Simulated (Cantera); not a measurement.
A perfectly stirred reactor is fed with CH4 : O2 : N2 = 1 : 3.7 : 13.9 (molar parts), equivalence ratio 0.54, at 3.85 atm; it is adiabatic with a 775 K inlet, and is followed from long to short residence time, starting on the burning branch (τ in s: 0.029, 0.016, 0.0088, 0.0049, 0.0027, 0.0015, 0.00082, 0.00045, 0.00025, 0.00014, 7.7e-05, 4.2e-05).

Model: GRI-Mech 3.0 (53 species, 325 reactions), integrated in Cantera.

Task: What does this change do: 0.72 parts H2O added?

Result: 
| quantity | before | after |
|---|---|---|
| blow-out, bracketed by the residence times tried | burning at 77.0 µs, out at 42.0 µs | burning at 77.0 µs, out at 42.0 µs |
| x(CH4) at τ = 29.0 ms | 8.37e-6 | 9.88e-6 |
| x(O2) at τ = 29.0 ms | 0.0912 | 0.0878 |
| x(HCN) at τ = 29.0 ms | 1.37e-8 | 9.03e-9 |
| x(CO2) at τ = 29.0 ms | 0.0535 | 0.0515 |
| x(H) at τ = 29.0 ms | 7.10e-6 | 5.37e-6 |
| x(CH4) at τ = 0.820 ms | 0.000102 | 0.000121 |
| x(O2) at τ = 0.820 ms | 0.0920 | 0.0887 |
| x(HCN) at τ = 0.820 ms | 3.33e-8 | 3.33e-8 |
| x(CO2) at τ = 0.820 ms | 0.0509 | 0.0490 |
| x(H) at τ = 0.820 ms | 0.000124 | 0.000101 |
